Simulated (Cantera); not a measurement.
Thermodynamics of chlorosilane synthesis and conversion, feed SiCl4 + HCl + H2 + HF

Charge: 1 mol SiCl4, 1.9 mol HCl, 1.9 mol H2, 0.033 mol HF, equilibrated at 1900000 Pa.

Cantera equilibrium calculation (NASA polynomials, part measured and part estimated; ideal gas, pure solids and liquids). Candidate condensed phases: Si; 37 gas species. The tables' values for SiCl3, SiF3 are old estimates; treat these amounts as uncertain. Rates play no part.

From 923 K to 1473 K nothing is condensed. The main Si-bearing gas is SiCl4 throughout.

```
T (K)  x HCl   x H2  x SiCl4  x SiHCl3   x SiCl3   x SiF4      x HF
-----  -----  -----  -------  --------  --------  -------  --------
923    0.401  0.392    0.205  0.000714   1.55e-6  0.00169   6.63e-5
973    0.401  0.392    0.204   0.00112   5.00e-6  0.00168   9.84e-5
1023   0.402  0.391    0.204   0.00168   1.43e-5  0.00166  0.000140
1073   0.402  0.391    0.203   0.00241   3.69e-5  0.00164  0.000194
1123   0.403  0.390    0.202   0.00335   8.72e-5  0.00162  0.000260
1173   0.404  0.388    0.201   0.00449  0.000191  0.00159  0.000340
1223   0.406  0.387    0.199   0.00586  0.000389  0.00155  0.000435
1273   0.408  0.385    0.197   0.00744  0.000745  0.00151  0.000545
1323   0.410  0.383    0.195   0.00921   0.00135  0.00146  0.000673
1373   0.413  0.380    0.191    0.0111   0.00232  0.00140  0.000817
1423   0.416  0.376    0.188    0.0132   0.00381  0.00133  0.000980
1473   0.420  0.372    0.183    0.0152   0.00598  0.00126   0.00116
```
x: gas mole fraction; nothing condenses.
